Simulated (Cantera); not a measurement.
Charge: 1 mol Cu2O, 1.7 mol CO, 0.6 mol H2, at 1852 °C and 1 atm.

Equilibrium computed with Cantera from the NASA thermochemical tables; the gas is ideal and each condensed phase is pure. Candidate condensed phases: C, C6H6, C7H8, C8H18, Cu, CuO, Cu(OH)2, Cu2O, H2O; 113 gas species. Kinetics and transport are ignored.

Base state: CO 0.485, CO2 0.245, H2O 0.184, H2 0.0726, Cu 0.0127, H 0.000972, OH 0.000306, Cu2 7.78e-5 (mole fractions); condensed: Cu(l).

Q: What changes in the equilibrium state with this change: temperature from 1852 °C to 1427 °C?

A: 
```csv
species,before,after
CO,0.485,0.475
CO2,0.245,0.264
H2O,0.184,0.171
H2,0.0726,0.0900
Cu,0.0127,0.000157
Cu2,7.78e-5,1.90e-7
OH,0.000306,4.31e-6
"Cu(l), mol",1.97,2.00
```

Q: What changes in the equilibrium state with this change: H2 from 0.6 to 2.2 mol?

A: 
| species | before | after |
|---|---|---|
| CO | 0.485 | 0.384 |
| H2 | 0.0726 | 0.348 |
| H2O | 0.184 | 0.207 |
| CO2 | 0.245 | 0.0455 |
| Cu | 0.0127 | 0.0127 |
| H | 0.000972 | 0.00213 |
| OH | 0.000306 | 0.000157 |
| Cu(l), mol | 1.97 | 1.95 |
